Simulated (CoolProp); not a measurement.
Propylene at 313.61 K and 0.647 MPa is throttled through a valve to 0.336 MPa with no heat exchange. Each further row changes one setting.

Values from CoolProp's reference Helmholtz-energy equation of state, Lemmon 2013.

```tsv
case	temperature change (K)	final density (kg/m³)
as stated	-5.0	5.76
outlet pressure 0.101 MPa	-8.7	1.70
outlet pressure 0.437 MPa	-3.4	7.56
```
